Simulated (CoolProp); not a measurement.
Properties of oxygen along the isotherm 145.4 K (Tc = 154.6 K, pc = 50.46 bar, ω = 0.022).

Computed with CoolProp (reference Helmholtz-energy equation of state, Schmidt 1985).

```tsv
p (bar)	phase	Z	expansivity (1/kK)	conductivity (mW/(m K))
1.6	gas	0.9872	7.141	13.4
2.48	gas	0.9801	7.294	13.5
3.87	gas	0.9687	7.550	___
6.02	gas	0.9506	7.981	13.9
9.38	gas	0.9212	8.761	14.3
14.6	gas	0.8721	___	15.0
22.7	gas	___	14.35	16.5
55.1	liquid	0.1831	14.48	76.0
85.9	liquid	0.2712	10.12	82.3
134	liquid	0.4026	7.489	___
208	liquid	0.5944	5.717	99.8
324	liquid	0.8788	4.420	___
505	liquid	1.297	3.445	___
```

Q: Some entries are withheld; supply them.

A: 
- 3.87, conductivity (mW/(m K)): 13.6
- 14.6, expansivity (1/kK): 10.32
- 22.7, Z: 0.7847
- 134, conductivity (mW/(m K)): 90.1
- 324, conductivity (mW/(m K)): 112
- 505, conductivity (mW/(m K)): 128

Thermal conductivity comes from a separate model (Lemmon 2004).
